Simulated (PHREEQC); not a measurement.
Dissolve 6.9e-06 mol H4SiO4 per kg of water at 14 °C. Closed to the air; pH follows from the charge balance.

The numbers come from PHREEQC with the ion-association model, wateq4f.dat.

No solid was allowed to form.

Q: What pH, ionic strength does the model give?

A: pH 7.16; ionic strength 6.94e-8 mol/kgw.

Constants without temperature data keep their 25 °C values here.
